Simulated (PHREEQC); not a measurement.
## Leach liquor: an equilibrium model

Consider water at 25 °C with 0.018 mol H2SO4, 0.00016 mol Li2SO4 and 8.7e-05 mol MnSO4 per kg of water. Closed to the air; pH follows from the charge balance.

All values are PHREEQC results (ion-association model, wateq4f.dat), not measurements.

This is a speciation only: nothing precipitates in the calculation.

**Question.** What pH does the model give?

**Answer.** pH 1.65.

**Question.** In which forms is S present?

**Answer.** HSO4- 57 %, SO4-2 43 % of the S.

Complexes and solids missing from the database can't appear.
